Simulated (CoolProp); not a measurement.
Vapour-liquid equilibrium of dimethyl carbonate (1) + n-octane (2) at 133.85 °C; x and y are mole fractions of (1).

Computed with CoolProp (multi-fluid Helmholtz-energy mixture model, Zhou 2011 and Beckmüller 2019; pair parameters Bell 2016).

```json
[
 {"x": "0.05", "bubble pressure (MPa)": "0.1629", "y at the bubble point": "?", "dew pressure at overall composition x (MPa)": "0.1326", "liquid density (mol/L)": "5.401"},
 {"x": "0.125", "bubble pressure (MPa)": "0.2084", "y at the bubble point": "0.442", "dew pressure at overall composition x (MPa)": "0.1428", "liquid density (mol/L)": "?"},
 {"x": "0.2", "bubble pressure (MPa)": "0.2441", "y at the bubble point": "?", "dew pressure at overall composition x (MPa)": "0.1545", "liquid density (mol/L)": "5.799"},
 {"x": "0.275", "bubble pressure (MPa)": "0.2715", "y at the bubble point": "?", "dew pressure at overall composition x (MPa)": "0.1682", "liquid density (mol/L)": "6.024"},
 {"x": "0.35", "bubble pressure (MPa)": "0.2923", "y at the bubble point": "0.664", "dew pressure at overall composition x (MPa)": "0.1843", "liquid density (mol/L)": "6.272"},
 {"x": "0.425", "bubble pressure (MPa)": "0.3081", "y at the bubble point": "0.699", "dew pressure at overall composition x (MPa)": "0.2034", "liquid density (mol/L)": "6.544"},
 {"x": "0.5", "bubble pressure (MPa)": "0.3203", "y at the bubble point": "0.727", "dew pressure at overall composition x (MPa)": "?", "liquid density (mol/L)": "6.847"},
 {"x": "0.575", "bubble pressure (MPa)": "0.3298", "y at the bubble point": "0.752", "dew pressure at overall composition x (MPa)": "0.2540", "liquid density (mol/L)": "7.185"},
 {"x": "0.65", "bubble pressure (MPa)": "0.3374", "y at the bubble point": "0.777", "dew pressure at overall composition x (MPa)": "0.2861", "liquid density (mol/L)": "7.563"},
 {"x": "0.725", "bubble pressure (MPa)": "0.3435", "y at the bubble point": "0.804", "dew pressure at overall composition x (MPa)": "0.3194", "liquid density (mol/L)": "7.989"},
 {"x": "0.8", "bubble pressure (MPa)": "0.3480", "y at the bubble point": "?", "dew pressure at overall composition x (MPa)": "0.3428", "liquid density (mol/L)": "8.469"},
 {"x": "0.875", "bubble pressure (MPa)": "0.3503", "y at the bubble point": "0.878", "dew pressure at overall composition x (MPa)": "0.3502", "liquid density (mol/L)": "9.013"},
 {"x": "0.95", "bubble pressure (MPa)": "0.3484", "y at the bubble point": "0.940", "dew pressure at overall composition x (MPa)": "0.3477", "liquid density (mol/L)": "9.630"}
]
```

**Question.** What belongs in the gaps?

**Answer.** 
- 0.05, y at the bubble point: 0.248
- 0.125, liquid density (mol/L): 5.592
- 0.2, y at the bubble point: 0.550
- 0.275, y at the bubble point: 0.617
- 0.5, dew pressure at overall composition x (MPa): 0.2264
- 0.8, y at the bubble point: 0.836

y crosses x between x = 0.875 and 0.95: the model has an azeotrope there.

Pair parameters are fitted to limited data, so mixtures are less certain than the pure fluids.
